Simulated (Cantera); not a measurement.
Input: 1 mol Si, 0.0068 mol H2O, 79 mol H2, 0.048 mol CO2, at 0.100 bar.

Cantera equilibrium calculation (NASA polynomials, part measured and part estimated; ideal gas, pure solids and liquids). Candidate condensed phases: C, C6H6, C7H8, C8H18, H2O, Si, SiC, SiO2; 123 gas species. Mutual solubility and eutectic melting of coexisting phases are not modelled. The tables hold silica as quartz up to 1696 K and as liquid above; real silica turns to tridymite and cristobalite and melts near 1996 K. Gases not in the tables: Si2H6 and higher silanes. Rates play no part.

**Question.** Which condensed phases are stable at each of these points (T (K)): 975, 1125, 1275, 1425, 1575, 1725, 1875?

**Answer.** 
```json
[
 {"T (K)": "975", "condensed phases": "Si(s) + SiC(s) + SiO2(β-quartz)", "Si condensed (%)": "100.0"},
 {"T (K)": "1125", "condensed phases": "Si(s) + SiC(s) + SiO2(β-quartz)", "Si condensed (%)": "100.0"},
 {"T (K)": "1275", "condensed phases": "Si(s) + SiC(s) + SiO2(β-quartz)", "Si condensed (%)": "99.7"},
 {"T (K)": "1425", "condensed phases": "Si(s) + SiC(s) + SiO2(β-quartz)", "Si condensed (%)": "90.3"},
 {"T (K)": "1575", "condensed phases": "Si(s) + SiC(s)", "Si condensed (%)": "90.0"},
 {"T (K)": "1725", "condensed phases": "Si(l) + SiC(s)", "Si condensed (%)": "90.1"},
 {"T (K)": "1875", "condensed phases": "Si(l) + SiC(s)", "Si condensed (%)": "89.8"}
]
```

From 975 K to 1425 K the condensed part is Si(s) + SiC(s) + SiO2(β-quartz). At 1575 K the condensed part is Si(s) + SiC(s). From 1725 K to 1875 K the condensed part is Si(l) + SiC(s).
